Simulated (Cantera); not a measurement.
A perfectly stirred reactor is fed with 28.1 % H2, 71.9 % O2, at 2670 Pa; it is held at 1375 K, and followed from long to short residence time.

Computed with Cantera and GRI-Mech 3.0 (53 species, 325 reactions). Radical loss at walls, strong at low pressure, is not modelled. The temperature is held fixed by assumption; the heat of reaction is taken as removed at once.

Question: Predict: x(H2) at τ = 3.80 s; x(O2) at τ = 3.80 s; x(H) at τ = 3.80 s; x(OH) at τ = 3.80 s; x(HO2) at τ = 3.80 s; x(H2) at τ = 0.110 s; x(O2) at τ = 0.110 s; x(H) at τ = 0.110 s; x(OH) at τ = 0.110 s; x(HO2) at τ = 0.110 s.

Answer: 
- x(H2) at τ = 3.80 s = 0.000220
- x(O2) at τ = 3.80 s = 0.672
- x(H) at τ = 3.80 s = 6.45e-5
- x(OH) at τ = 3.80 s = 0.00216
- x(HO2) at τ = 3.80 s = 2.34e-6
- x(H2) at τ = 0.110 s = 0.00223
- x(O2) at τ = 0.110 s = 0.664
- x(H) at τ = 0.110 s = 0.00224
- x(OH) at τ = 0.110 s = 0.00700
- x(HO2) at τ = 0.110 s = 1.04e-5
